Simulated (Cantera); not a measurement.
## Stirred combustor or abatement burner

A perfectly stirred reactor is fed with 6.11 % CH4, 2.20 % C2H6, 0.598 % C3H8, 19.0 % O2, 72.0 % N2, equivalence ratio 1.2, at 9.87 atm; it is adiabatic with a 648 K inlet, and is followed from long to short residence time, starting on the burning branch (τ in s: 0.094, 0.036, 0.013, 0.005, 0.0019, 0.00071, 0.00027, 0.0001, 3.8e-05, 1.4e-05).

Computed with Cantera and GRI-Mech 3.0 (53 species, 325 reactions).

```
τ (s)    T (K)     x CH4   x C2H6   x C3H8    x H2   x CO2
-------  -----  --------  -------  -------  ------  ------
0.094     2406   2.36e-6  1.22e-8  3.88e-9  0.0230  0.0658
0.036     2404   5.58e-6  3.16e-8  9.94e-9  0.0230  0.0657
0.013     2402   1.25e-5  8.56e-8  2.63e-8  0.0230  0.0656
0.0050    2397   2.34e-5  2.14e-7  6.34e-8  0.0231  0.0654
0.0019    2389   3.97e-5  5.29e-7  1.48e-7  0.0232  0.0650
0.00071   2375   6.49e-5  1.30e-6  3.41e-7  0.0235  0.0643
0.00027   2354  0.000109  3.11e-6  7.57e-7  0.0239  0.0631
0.00010   2321  0.000204  7.74e-6  1.75e-6  0.0245  0.0608
3.8e-5    2271  0.000452  2.05e-5  4.33e-6  0.0254  0.0567
1.4e-5     648    0.0611   0.0220  0.00598  <1e-12  <1e-12
```
x: mole fraction; the columns are a selection and need not sum to one.
